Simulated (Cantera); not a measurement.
An isothermal, constant-pressure homogeneous reactor starts with NO : N₂ = 1 : 0.18 (molar parts), at 2000 K and 13300 Pa.

Model: GRI-Mech 3.0 (53 species, 325 reactions), integrated in Cantera.

x: mole fraction; the columns are a selection and need not sum to one.

| t (s) | x NO | x N₂O | x NO₂ | x O₂ | x N₂ | x O |
|---|---|---|---|---|---|---|
| 3.00e-5 | 0.847 | ? | 6.24e-8 | 8.52e-9 | 0.153 | 3.29e-6 |
| 0.000214 | 0.847 | ? | 2.66e-6 | 4.24e-7 | 0.153 | 2.19e-5 |
| 0.00152 | 0.847 | ? | 5.25e-5 | 2.96e-5 | 0.153 | 0.000130 |
| 0.0109 | 0.844 | 0.000297 | 0.000119 | 0.00122 | 0.154 | 0.000267 |
| 0.0775 | 0.824 | 0.000281 | 0.000156 | 0.0113 | 0.164 | 0.000328 |
| 0.552 | 0.680 | ? | 0.000271 | 0.0829 | 0.236 | 0.000590 |
| 3.94 | 0.162 | ? | 0.000130 | 0.342 | 0.495 | 0.00109 |
| 28.1 | 0.0104 | 1.68e-7 | 9.23e-6 | 0.418 | 0.571 | 0.00119 |
| 200 | 0.00924 | 1.62e-7 | 8.20e-6 | 0.418 | 0.571 | 0.00119 |

Question: Fill in the missing entries.

Answer: 
- 3.00e-5, x N₂O: 3.32e-6
- 0.000214, x N₂O: 2.30e-5
- 0.00152, x N₂O: 0.000132
- 0.552, x N₂O: 0.000174
- 3.94, x N₂O: 8.54e-6
